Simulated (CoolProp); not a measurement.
Vapour-liquid equilibrium of cyclopropane (1) + R134a (2) at 0.52 MPa; x and y are mole fractions of (1).

Model: multi-fluid Helmholtz-energy mixture model, Polt 1992 and Tillner-Roth 1994; pair parameters Bell 2016, in CoolProp. This equation is an older, rougher fit; its heat capacities, sound speeds and derivatives of the liquid may be far off and weren't checked against measurements.

| x | bubble temperature, mixture model (°C) | bubble temperature, Raoult's law (°C) | y, mixture model | y, Raoult's law |
|---|---|---|---|---|
| 0.05 | 13.9 | 16.8 | 0.126 | 0.055 |
| 0.125 | 10.4 | 16.5 | 0.264 | 0.138 |
| 0.2 | 8.0 | 16.2 | 0.359 | 0.218 |
| 0.275 | 6.5 | 16.0 | 0.425 | 0.298 |
| 0.35 | 5.5 | 15.7 | 0.475 | 0.376 |
| 0.425 | 4.9 | 15.4 | 0.513 | 0.453 |
| 0.5 | 4.6 | 15.1 | 0.545 | 0.529 |
| 0.575 | 4.5 | 14.8 | 0.575 | 0.603 |
| 0.65 | 4.6 | 14.6 | 0.606 | 0.676 |
| 0.725 | 5.0 | 14.3 | 0.642 | 0.748 |
| 0.8 | 5.8 | 14.0 | 0.691 | 0.818 |
| 0.875 | 7.3 | 13.7 | 0.762 | 0.887 |
| 0.95 | 10.1 | 13.4 | 0.877 | 0.955 |

The largest gap from Raoult's law is -10.5 K in bubble temperature, at x = 0.5. y crosses x between x = 0.5 and 0.575: the model has an azeotrope there.

The pair parameters rest on a limited set of measurements; away from them the model extrapolates.
